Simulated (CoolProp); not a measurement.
Vapour-liquid equilibrium of R143a (1) + R134a (2) at 0.364 MPa; x and y are mole fractions of (1).

Values from CoolProp's multi-fluid Helmholtz-energy mixture model, Lemmon and Jacobsen 2000 and Tillner-Roth 1994; pair parameters Lemmon 2004.

```json
[
 {"x": "0.05", "bubble temperature (°C)": "4.7", "y at the bubble point": "0.091", "dew temperature at overall composition x (°C)": "5.4", "liquid density (mol/L)": "12.51"},
 {"x": "0.2", "bubble temperature (°C)": "0.6", "y at the bubble point": "0.326", "dew temperature at overall composition x (°C)": "2.9", "liquid density (mol/L)": "12.59"},
 {"x": "0.35", "bubble temperature (°C)": "-3.1", "y at the bubble point": "0.515", "dew temperature at overall composition x (°C)": "0.2", "liquid density (mol/L)": "12.65"},
 {"x": "0.5", "bubble temperature (°C)": "-6.5", "y at the bubble point": "0.667", "dew temperature at overall composition x (°C)": "-2.8", "liquid density (mol/L)": "12.70"},
 {"x": "0.65", "bubble temperature (°C)": "-9.6", "y at the bubble point": "0.790", "dew temperature at overall composition x (°C)": "-6.1", "liquid density (mol/L)": "12.74"},
 {"x": "0.8", "bubble temperature (°C)": "-12.5", "y at the bubble point": "0.891", "dew temperature at overall composition x (°C)": "-9.9", "liquid density (mol/L)": "12.77"},
 {"x": "0.95", "bubble temperature (°C)": "-15.2", "y at the bubble point": "0.975", "dew temperature at overall composition x (°C)": "-14.4", "liquid density (mol/L)": "12.80"}
]
```

No azeotrope shows between x = 0.05 and 0.95.

Pair parameters are fitted to limited data, so mixtures are less certain than the pure fluids.
